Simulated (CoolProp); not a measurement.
Aqueous magnesium chloride as a coolant, at -6 °C, 1 atm.

Computed with CoolProp (Melinder's fits for secondary coolants).

```csv
mass %,freezing point (°C),cp (kJ/(kg K)),Prandtl number,density (kg/m³),conductivity (W/(m K))
9.2,-7.2,3.608,22.8,1083,0.531
11.7,-10.9,3.464,25.4,1106,0.525
14.2,-15.2,3.326,27.8,1129,0.519
16.6,-20.1,3.201,29.7,1151,0.513
19.1,-26.2,3.079,33.7,1175,0.507
21.6,-34.0,2.968,49.0,1202,0.498
24.1,-45.0,2.865,130,1233,0.485
```
